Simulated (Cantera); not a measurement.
Input (Python, Cantera) and output of one run.

```python
import numpy as np
import cantera as ct

gas_names = """
    F F2 H HF H2 H2F2 H3F3 H4F4 H5F5 H6F6 H7F7 N NF NF2 NF3 NH NH2 NH3 N2 N2H2 N2H4 Si SiF SiF2 SiF3
    SiF4 SiH SiHF3 SiH2 SiH2F2 SiH3 SiH3F SiH4 SiN Si2 Si2N Si3
""".split()
cond_names = """
    Si(cr) Si(L) Si3N4(a)
""".split()


def load(file, names, dense=False):
    # The tables refer to 1 bar. Condensed volumes are neglected.
    table = {s.name: s for s in ct.Species.list_from_file(file)}
    out = []
    for n in names:
        d = dict(table[n].input_data)
        d["thermo"] = dict(d["thermo"], **{"reference-pressure": 1e5})
        if dense:
            d["equation-of-state"] = {"model": "constant-volume", "density": "1e6 g/cm^3"}
        out.append(ct.Species.from_dict(d))
    return out


gas = ct.Solution(thermo="ideal-gas", species=load("nasa_gas.yaml", gas_names))
cond = {s.name: ct.Solution(thermo="fixed-stoichiometry", species=[s], name=s.name)
        for s in load("nasa_condensed.yaml", cond_names, dense=True)}
atoms = {
    'Si': {'Si': 1},
    'NF3': {'N': 1, 'F': 3},
    'H2': {'H': 2},
}
top_T = {'Si3N4(a)': 2400}  # K; cautious upper limits of use, not melting points


def equilibrate(T, P, feed):
    n = {}
    for name, mol in feed.items():
        for a, k in atoms[name].items():
            n[a] = n.get(a, 0.0) + k * mol
    gas.TPX = T, P, n
    mass = sum(n.values()) * gas.mean_molecular_weight
    gas.equilibrate("TP")
    valid = [c for c in cond.values() if c.min_temp <= T <= top_T.get(c.name, c.max_temp)]
    mix = ct.Mixture([(gas, mass / gas.mean_molecular_weight)] + [(c, 0.0) for c in valid])
    mix.T, mix.P = T, P
    mix.equilibrate("TP", solver="gibbs", rtol=1e-10, max_steps=50000)
    return mix


results = []
feed = {'Si': 1, 'NF3': 0.64, 'H2': 23}  # mol
for P in [1, 5.2, 27, 140, 720, 3700, 19000, 100000]:
    for T in [1398, 1423, 1448, 1473, 1498, 1523, 1548, 1573, 1598, 1623, 1648, 1673, 1698]:
        mix = equilibrate(T, P, feed)
        results.append((T, P, feed, dict(zip(mix.species_names, mix.species_moles))))

for T, P, feed, n in results:
    print(f"{T:7g} {P:10.4g}  " + (" + ".join(c for c in cond_names if n.get(c, 0) > 1e-12) or "gas only"))
```

It prints:

```
   1398          1  Si(cr)
   1423          1  Si(cr)
   1448          1  Si(cr)
   1473          1  Si(cr)
   1498          1  Si(cr)
   1523          1  Si(cr)
   1548          1  Si(cr)
   1573          1  Si(cr)
   1598          1  gas only
   1623          1  gas only
   1648          1  gas only
   1673          1  gas only
   1698          1  gas only
   1398        5.2  Si(cr)
   1423        5.2  Si(cr)
   1448        5.2  Si(cr)
   1473        5.2  Si(cr)
   1498        5.2  Si(cr)
   1523        5.2  Si(cr)
   1548        5.2  Si(cr)
   1573        5.2  Si(cr)
   1598        5.2  Si(cr)
   1623        5.2  Si(cr)
   1648        5.2  Si(cr)
   1673        5.2  gas only
   1698        5.2  gas only
   1398         27  Si(cr)
   1423         27  Si(cr)
   1448         27  Si(cr)
   1473         27  Si(cr)
   1498         27  Si(cr)
   1523         27  Si(cr)
   1548         27  Si(cr)
   1573         27  Si(cr)
   1598         27  Si(cr)
   1623         27  Si(cr)
   1648         27  Si(cr)
   1673         27  Si(cr)
   1698         27  Si(L)
   1398        140  Si(cr) + Si3N4(a)
   1423        140  Si(cr) + Si3N4(a)
   1448        140  Si(cr) + Si3N4(a)
   1473        140  Si(cr)
   1498        140  Si(cr)
   1523        140  Si(cr)
   1548        140  Si(cr)
   1573        140  Si(cr)
   1598        140  Si(cr)
   1623        140  Si(cr)
   1648        140  Si(cr)
   1673        140  Si(cr)
   1698        140  Si(L)
   1398        720  Si(cr) + Si3N4(a)
   1423        720  Si(cr) + Si3N4(a)
   1448        720  Si(cr) + Si3N4(a)
   1473        720  Si(cr) + Si3N4(a)
   1498        720  Si(cr) + Si3N4(a)
   1523        720  Si(cr) + Si3N4(a)
   1548        720  Si(cr)
   1573        720  Si(cr)
   1598        720  Si(cr)
   1623        720  Si(cr)
   1648        720  Si(cr)
   1673        720  Si(cr)
   1698        720  Si(L)
   1398       3700  Si(cr) + Si3N4(a)
   1423       3700  Si(cr) + Si3N4(a)
   1448       3700  Si(cr) + Si3N4(a)
   1473       3700  Si(cr) + Si3N4(a)
   1498       3700  Si(cr) + Si3N4(a)
   1523       3700  Si(cr) + Si3N4(a)
   1548       3700  Si(cr) + Si3N4(a)
   1573       3700  Si(cr) + Si3N4(a)
   1598       3700  Si(cr) + Si3N4(a)
   1623       3700  Si(cr) + Si3N4(a)
   1648       3700  Si(cr)
   1673       3700  Si(cr)
   1698       3700  Si(L)
   1398    1.9e+04  Si(cr) + Si3N4(a)
   1423    1.9e+04  Si3N4(a)
   1448    1.9e+04  Si3N4(a)
   1473    1.9e+04  Si3N4(a)
   1498    1.9e+04  Si3N4(a)
   1523    1.9e+04  Si3N4(a)
   1548    1.9e+04  Si3N4(a)
   1573    1.9e+04  Si(cr) + Si3N4(a)
   1598    1.9e+04  Si(cr) + Si3N4(a)
   1623    1.9e+04  Si(cr) + Si3N4(a)
   1648    1.9e+04  Si(cr) + Si3N4(a)
   1673    1.9e+04  Si(cr) + Si3N4(a)
   1698    1.9e+04  Si(L) + Si3N4(a)
   1398      1e+05  Si3N4(a)
   1423      1e+05  Si3N4(a)
   1448      1e+05  Si3N4(a)
   1473      1e+05  Si3N4(a)
   1498      1e+05  Si3N4(a)
   1523      1e+05  Si3N4(a)
   1548      1e+05  Si3N4(a)
   1573      1e+05  Si3N4(a)
   1598      1e+05  Si3N4(a)
   1623      1e+05  Si3N4(a)
   1648      1e+05  Si3N4(a)
   1673      1e+05  Si3N4(a)
   1698      1e+05  Si(L) + Si3N4(a)
```

Equilibrium computed with Cantera from the NASA thermochemical tables; the gas is ideal and each condensed phase is pure. Mutual solubility and eutectic melting of coexisting phases are not modelled. The tables' values for SiF2, SiF3 are old estimates.
